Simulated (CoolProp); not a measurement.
Saturated liquid density (kg/m³) of R114: the reference equation beside estimates from Tc = 147.5 °C, pc = 33.52 bar, ω = 0.252. Rackett uses Z = 0.29056 − 0.08775 ω.

Model: reference Helmholtz-energy equation of state, Platzer 1990, in CoolProp. This equation is an older, rougher fit; its heat capacities, sound speeds and derivatives of the liquid may be far off and weren't checked against measurements.

```
T (°C)  reference  Rackett  Soave-Redlich-Kwong  Peng-Robinson
------  ---------  -------  -------------------  -------------
16.15        1481     1567                 1427           1615
21.25        1466     1551                 1410           1597
26.45        1450     1534                 1393           1578
31.55        1434     1517                 1376           1559
36.75        1418     1499                 1357           1538
41.85        1401     1481                 1338           1517
46.95        1384     1462                 1319           1496
52.15        1366     1443                 1298           1473
57.25        1349     1424                 1278           1450
62.35        1330     1404                 1256           1425
67.55        1311     1384                 1233           1399
72.65        1291     1363                 1209           1372
77.85        1270     1341                 1184           1344
82.95        1249     1318                 1158           1315
```

Absolute difference from the reference over all 14 rows, mean and median: Rackett 5.7 and 5.6 %, Soave-Redlich-Kwong 5.1 and 4.8 %, Peng-Robinson 7.6 and 8.0 %.
